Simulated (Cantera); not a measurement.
A freely propagating, adiabatic, planar premixed flame of CH4 : O2 : N2 : H2O = 1 : 2 : 7.52 : 0.97 (molar parts), equivalence ratio 1.0, unburnt at 500 K and 4.05 atm; mixture-averaged transport, grid criteria slope 0.08 and curve 0.16, no radiation.

Detailed kinetics in Cantera: GRI-Mech 3.0 (53 species, 325 reactions). Burning velocities carry a grid error of a few per cent, more on coarse grids.

x: mole fraction of selected species; z is measured from the peak of heat release.

```tsv
z (mm)	T (K)	u (m/s)	x CH4	x O2	x H2O	x H	x C2H2	x H2
-0.560	501	0.357	0.0869	0.174	0.0845	<1e-8	2.31e-8	0.00107
-0.374	506	0.361	0.0864	0.173	0.0852	<1e-8	…	…
-0.280	522	0.374	0.0851	0.172	0.0876	<1e-8	9.48e-7	0.00403
-0.187	618	0.445	0.0790	0.164	0.0998	<1e-8	7.77e-6	0.00689
-0.0934	…	0.758	…	…	…	…	…	…
-0.0467	1439	1.05	0.0277	0.0864	0.186	9.20e-5	0.000141	0.0131
0	1823	1.33	0.00483	0.0414	0.223	0.00101	0.000214	0.0132
0.0467	1983	1.44	0.000127	0.0198	0.236	0.00204	1.67e-5	0.0101
0.0934	2047	1.48	1.85e-6	0.0139	0.240	0.00185	2.74e-7	0.00864
0.187	2114	1.52	<1e-8	0.00997	0.244	0.00118	<1e-8	0.00712
0.374	2168	1.56	<1e-8	0.00711	0.248	0.000626	<1e-8	0.00535
0.747	2203	1.58	<1e-8	0.00521	0.251	0.000341	<1e-8	0.00399
1.49	2222	1.59	<1e-8	0.00416	0.253	0.000222	<1e-8	0.00321
```

### Question
Some entries are withheld; supply them.

### Answer

- -0.374, x C2H2: 1.78e-7
- -0.374, x H2: 0.00242
- -0.0934, T (K): 1044
- -0.0934, x CH4: 0.0529
- -0.0934, x O2: 0.127
- -0.0934, x H2O: 0.146
- -0.0934, x H: 4.49e-6
- -0.0934, x C2H2: 6.11e-5
- -0.0934, x H2: 0.0110
